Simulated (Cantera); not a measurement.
Charge: 1 mol Si₂Cl₆, 19 mol N₂, 0.1 mol NH₃, equilibrated at 7.80e-5 bar.

These are equilibrium values from Cantera (NASA tables, ideal gas, pure condensed phases), not measurements of a reactor. Candidate condensed phases: NH₄Cl, Si, Si₃N₄; 28 gas species. The feed counts by its element totals alone. The tables' values for SiCl₃ are old estimates; treat these amounts as uncertain. Rates play no part. All values below are at 1325 K.

Base state: N₂ 0.892, SiCl₂ 0.0460, SiCl₄ 0.0313, SiCl₃ 0.0163, HCl 0.0140, Cl 0.000693 (mole fractions); condensed: gas only.

### Question
What changes in the equilibrium state with this change: NH₃ from 0.1 to 1.5 mol?

### Answer
```json
[
 {"species": "N₂", "before": "0.892", "after": "0.789"},
 {"species": "HCl", "before": "0.0140", "after": "0.112"},
 {"species": "SiCl₂", "before": "0.0460", "after": "0.0600"},
 {"species": "H₂", "before": "9.86e-6", "after": "0.0353"},
 {"species": "SiCl₄", "before": "0.0313", "after": "0.000724"},
 {"species": "SiCl₃", "before": "0.0163", "after": "0.00283"},
 {"species": "H", "before": "5.81e-7", "after": "3.48e-5"},
 {"species": "SiHCl₃", "before": "1.13e-6", "after": "1.17e-5"},
 {"species": "Si₃N₄(s), mol", "before": "0", "after": "0.144"}
]
```
